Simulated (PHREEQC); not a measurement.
**Acid rinse or clean: speciation**

Solution (25 °C): 0.0064 mol/kgw HNO3, 0.0033 mol/kgw AlCl3 and 0.017 mol/kgw MnSO4. Closed to the air; pH follows from the charge balance.

Equilibrium calculation in PHREEQC: ion-association model, phreeqc.dat.

Each row changes one thing in this solution. Precipitation was switched off in this run.

```tsv
case	pH	ionic strength (mol/kgw)	SO4-2 (mol/kgw)	MnSO4 (mol/kgw)	HSO4- (mol/kgw)	Al(SO4)2- (mol/kgw)	SI of Gibbsite (Al(OH)3)
as made	2.40	0.0585	0.00847	0.00391	0.00176	0.000274	-4.69
0.001 mol/kgw LiOH added	2.48	0.0587	0.00864	0.00396	0.00150	0.000280	-4.47
temperature from 25 to 80 °C	2.57	0.0502	0.00568	0.00526	0.00322	0.000225	-1.66
temperature from 25 to 65 °C	2.51	0.0519	0.00636	0.00502	0.00275	0.000243	-2.45
HNO3 from 0.0064 to 0.00576 mol/kgw	2.45	0.0579	0.00856	0.00396	0.00160	0.000278	-4.56
temperature from 25 to 85 °C	2.59	0.0496	0.00547	0.00533	0.00339	0.000218	-1.40
```

Away from 25 °C the constants follow the database's enthalpies or fits; those with neither stay at their 25 °C values.
